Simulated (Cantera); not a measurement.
**PH3 + O2 + H2 (abatement and gas-phase synthesis)**

Input: 1 mol PH3, 3.3 mol O2, 0.52 mol H2, held at 10000 Pa.

Cantera equilibrium calculation (NASA polynomials, part measured and part estimated; ideal gas, pure solids and liquids). Candidate condensed phases: H2O, P, P4O10; 17 gas species. Gases not in the tables: HPO2, HPO3 and P4O6. Equilibrium is a limit: real reactors are often held back by kinetics, nucleation or transport.

| T (K) | x H2O | x O2 | x PO2 | x P4O10 | x OH | x O | x H2 | x PO |
|---|---|---|---|---|---|---|---|---|
| 1498 | 0.610 | 0.314 | 0.000719 | 0.0753 | 0.000373 | 6.99e-6 | 6.34e-6 | 2.71e-9 |
| 1573 | 0.608 | 0.314 | 0.00329 | 0.0744 | 0.000695 | 1.85e-5 | 1.65e-5 | 3.68e-8 |
| 1648 | 0.601 | 0.313 | 0.0130 | 0.0713 | 0.00122 | 4.48e-5 | 3.90e-5 | 3.90e-7 |
| 1723 | 0.582 | 0.311 | 0.0440 | 0.0611 | 0.00201 | 0.000100 | 8.41e-5 | 3.27e-6 |
| 1798 | 0.533 | 0.305 | 0.122 | 0.0357 | 0.00307 | 0.000209 | 0.000161 | 2.09e-5 |
| 1873 | 0.475 | 0.299 | 0.216 | 0.00504 | 0.00446 | 0.000409 | 0.000285 | 7.98e-5 |
| 1948 | 0.464 | 0.297 | 0.231 | 0.000134 | 0.00658 | 0.000765 | 0.000519 | 0.000172 |
| 2023 | 0.461 | 0.296 | 0.231 | 3.69e-6 | 0.00952 | 0.00137 | 0.000919 | 0.000330 |
| 2098 | 0.457 | 0.294 | 0.230 | 1.31e-7 | 0.0134 | 0.00235 | 0.00156 | 0.000602 |
| 2173 | 0.452 | 0.292 | 0.229 | 5.84e-9 | 0.0183 | 0.00389 | 0.00255 | 0.00105 |
x: gas mole fraction; nothing condenses.

From 1498 K to 2173 K nothing is condensed.
